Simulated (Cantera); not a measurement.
An isothermal, constant-pressure homogeneous reactor starts with CO : O2 : H2O : N2 = 0.0086 : 0.0023 : 0.00027 : 1 (molar parts), equivalence ratio 1.9, at 1350 K and 100.0 Torr. Integrator tolerance rtol = 1e-08.

Model: GRI-Mech 3.0 (53 species, 325 reactions), integrated in Cantera.

Task: What does this change do: N2 1 to 0.19 parts?

Result: 
```json
[
 {"quantity": "x(CO) at 4.00 s", "before": "0.00388 (gas-phase equilibrium 0.00388)", "after": "0.0197 (gas-phase equilibrium 0.0197)"},
 {"quantity": "x(O2) at 4.00 s", "before": "3.87e-6 (gas-phase equilibrium 1.74e-12)", "after": "1.46e-7 (gas-phase equilibrium 1.74e-12)"},
 {"quantity": "x(H2O) at 4.00 s", "before": "0.000158 (gas-phase equilibrium 0.000188)", "after": "0.000937 (gas-phase equilibrium 0.000952)"},
 {"quantity": "x(NO2) at 4.00 s", "before": "1.16e-11 (gas-phase equilibrium <1e-12)", "after": "3.68e-12 (gas-phase equilibrium <1e-12)"},
 {"quantity": "x(O) at 4.00 s", "before": "3.35e-6 (gas-phase equilibrium 1.54e-12)", "after": "1.24e-7 (gas-phase equilibrium 1.54e-12)"}
]
```

Task: What does this change do: pressure from 100.0 Torr to 0.310 bar?

Result: 
```tsv
quantity	before	after
x(CO) at 4.00 s	0.00388 (gas-phase equilibrium 0.00388)	0.00389 (gas-phase equilibrium 0.00388)
x(O2) at 4.00 s	3.87e-6 (gas-phase equilibrium 1.74e-12)	4.06e-8 (gas-phase equilibrium <1e-12)
x(H2O) at 4.00 s	0.000158 (gas-phase equilibrium 0.000188)	0.000184 (gas-phase equilibrium 0.000188)
x(NO2) at 4.00 s	1.16e-11 (gas-phase equilibrium <1e-12)	2.03e-12 (gas-phase equilibrium <1e-12)
x(O) at 4.00 s	3.35e-6 (gas-phase equilibrium 1.54e-12)	3.37e-8 (gas-phase equilibrium <1e-12)
```
